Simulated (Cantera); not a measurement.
Gas mixture: C₃H₈ : CH₄ = 0.21 : 0.8 (molar parts), at 75.0 Torr, frozen composition.

Cantera's kinetic-theory transport with the Lennard-Jones parameters of GRI-Mech 3.0, ideal gas; thermal conductivity in the mixture-averaged form. The composition is frozen, though it would react at the higher temperatures.

D: mixture-averaged diffusion coefficient of that species in the mixture.

| T (K) | ρ (kg/m³) | cp (J/kg/K) | μ (µPa s) | λ (mW/m/K) | Pr | D (cm²/s) CH₄ | D (cm²/s) C₂H₂ | D (cm²/s) H₂O |
|---|---|---|---|---|---|---|---|---|
| 400 | 0.0658 | 2362 | 13.4 | 45.6 | 0.693 | 2.17 | 2.55 | 3.36 |
| 650 | 0.0405 | 3311 | 19.5 | 91.2 | 0.708 | 5.17 | 6.08 | 8.50 |
| 900 | 0.0292 | 4064 | 24.6 | 141 | 0.711 | 9.09 | 10.7 | 15.4 |
| 1150 | 0.0229 | 4641 | 29.1 | 190 | 0.711 | 13.8 | 16.2 | 23.8 |
| 1400 | 0.0188 | 5072 | 33.2 | 238 | 0.709 | 19.2 | 22.6 | 33.5 |
| 1650 | 0.0159 | 5406 | [?] | [?] | 0.707 | [?] | [?] | [?] |
| 1900 | 0.0138 | 5664 | 40.7 | 327 | 0.705 | 32.1 | 37.7 | 56.4 |
| 2150 | 0.0122 | 5864 | 44.1 | [?] | 0.703 | [?] | [?] | [?] |
| 2400 | 0.0110 | 6023 | 47.3 | 406 | 0.702 | 47.3 | 55.6 | 83.7 |

Task: Fill in the missing entries.

Result: 
- 1650, μ (µPa s): 37.1
- 1650, λ (mW/m/K): 283
- 1650, D (cm²/s) CH₄: 25.3
- 1650, D (cm²/s) C₂H₂: 29.8
- 1650, D (cm²/s) H₂O: 44.4
- 2150, λ (mW/m/K): 368
- 2150, D (cm²/s) CH₄: 39.4
- 2150, D (cm²/s) C₂H₂: 46.3
- 2150, D (cm²/s) H₂O: 69.5
